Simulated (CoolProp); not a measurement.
The fluid at 298.15 K and 3.97 MPa is throttled through a valve to 0.545 MPa with no heat exchange. The same conditions are run with several fluids, on thermodynamics alone (safety and materials aside).

Values from CoolProp's reference Helmholtz-energy equation of state of each fluid (R142b: Lemmon 2006; n-hexane: Thol 2019; R115: Lemmon 2016; chloromethane (R40): Thol 2014; n-perfluorohexane: Gao 2022).

```tsv
fluid	temperature change (K)	final phase	final density (kg/m³)
R142b	+0.8	liquid	…
n-hexane	+1.4	liquid	654
R115	-18.1	two-phase, vapour fraction 0.183	…
chloromethane (R40)	-2.0	two-phase, vapour fraction 0.012	492
n-perfluorohexane	+1.0	liquid	…
```

Question: What belongs in the gaps?

Answer: 
- R142b, final density (kg/m³): 1110
- R115, final density (kg/m³): 202
- n-perfluorohexane, final density (kg/m³): 1680
